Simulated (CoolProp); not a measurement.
Vapour-liquid equilibrium of R1234yf (1) + R227EA (2) at -2.55 °C; x and y are mole fractions of (1).

Values from CoolProp's multi-fluid Helmholtz-energy mixture model, Lemmon 2022 and Lemmon 2016; pair parameters Bell 2016.

Question: Give the bubble pressure and the first vapour's composition at x = 0.125, 0.425, 0.725. Is there an azeotrope?

Answer: x = 0.125: 1.919 bar, y = 0.185; x = 0.425: 2.255 bar, y = 0.535; x = 0.725: 2.586 bar, y = 0.802. No azeotrope shows between x = 0.05 and 0.95.

The pair parameters rest on a limited set of measurements; away from them the model extrapolates.
